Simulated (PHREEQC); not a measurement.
Synthetic water in mg/L, 25 °C, pH 7.74, pe 1.7: Na 15.6; K 81.1; Ca 121; Mg 58.4; Cl 228; S(6) as SO4 879; Alkalinity as HCO3 81.2; F 5.7; N(-3) as NH4 0.133; Fe(2) 2.87.

Valence states are taken as typed.

Computed with PHREEQC (ion-association model, phreeqc.dat).

### Question
The ionic strength comes out as 0.0278 mol/kgw. What activity coefficients do CaHCO3+, NaSO4-, CO3-2, Na+, SO4-2 get?

### Answer
CaHCO3+ 0.86, NaSO4- 0.86, CO3-2 0.55, Na+ 0.86, SO4-2 0.54.

This is a speciation only: nothing precipitates in the calculation. Examples of supersaturated solids here: Fluorite, Siderite. Others may be too. Fluoro complexes past AlF4- and FeF3 are missing from the database.
